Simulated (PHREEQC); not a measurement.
Solution (25 °C): 0.036 mol/kgw Cu(NO3)2, 0.078 mol/kgw H2SO4 and 0.00031 mol/kgw NaCl. Closed to the air; pH follows from the charge balance.

The numbers come from PHREEQC with the ion-association model, wateq4f.dat.

```json
[
 {"quantity": "pH", "before": "1.08", "after": "2.85"},
 {"quantity": "ionic strength (mol/kgw)", "before": "0.203", "after": "0.00316"},
 {"quantity": "HSO4- (mol/kgw)", "before": "0.0529", "after": "7.67e-5"},
 {"quantity": "Cu+2 (mol/kgw)", "before": "0.0275", "after": "0.000332"},
 {"quantity": "SO4-2 (mol/kgw)", "before": "0.0166", "after": "0.000675"},
 {"quantity": "CuSO4 (mol/kgw)", "before": "0.00845", "after": "2.83e-5"},
 {"quantity": "SI of Chalcanthite (CuSO4:5H2O)", "before": "-1.73", "after": "-4.22"},
 {"quantity": "SI of Tenorite (CuO)", "before": "-7.50", "after": "-5.50"}
]
```

Problem. What was changed between the two runs?
A) diluted 100-fold with water
B) diluted 5-fold with water
C) temperature from 25 to 5 °C
D) temperature from 25 to 65 °C

Solution. A, diluted 100-fold with water

Precipitation was switched off in this run.
